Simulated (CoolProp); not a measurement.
Saturation properties of propyne.

Values from CoolProp's reference Helmholtz-energy equation of state, Polt 1992. This equation is an older, rougher fit; its heat capacities, sound speeds and derivatives of the liquid may be far off and weren't checked against measurements.

```csv
T (°C),p (kPa),liquid density (kg/m³),enthalpy of vaporisation (kJ/kg),vapour Z
28.05,635.5,606.4,461.5,0.8831
32.35,716.5,?,455.4,0.8731
36.65,?,592.2,449.0,0.8626
40.95,902.2,585.0,442.1,0.8515
45.25,1008,577.6,434.9,0.8397
49.55,1123,?,427.1,0.8274
53.85,1247,562.5,419.0,0.8143
58.15,1382,554.7,410.3,0.8005
62.45,1527,546.6,401.0,0.7861
66.75,?,538.3,391.2,0.7708
71.05,1853,?,380.7,0.7548
75.35,2034,520.9,369.5,?
79.65,2228,511.7,357.6,0.7200
```

Complete the blanks.


- 32.35, liquid density (kg/m³): 599.4
- 36.65, p (kPa): 805.2
- 49.55, liquid density (kg/m³): 570.1
- 66.75, p (kPa): 1684
- 71.05, liquid density (kg/m³): 529.8
- 75.35, vapour Z: 0.7379
